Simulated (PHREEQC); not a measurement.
A PHREEQC input (ion-association model, phreeqc.dat):

```
SOLUTION 1
  temp 20
  units percent
  pH 7.33
  pe 8.8
  Na 182
  K 50.7
  Ca 140
  Mg 18.3
  Cl 258
  S(6) 81.7 as SO4
  Alkalinity 541 as HCO3
  F 1.32
END
USE solution 1
EQUILIBRIUM_PHASES 1
  CO2(g) -3.4 10
END
```

It stops with these messages:

```
ERROR: Calculations terminating due to input errors.
```

The fault: a unit that the program doesn't know. The line should read `units mg/L` where the input has `units percent`. With the mend the run ends at pH 8.96 and ionic strength 0.0205 mol/kgw.
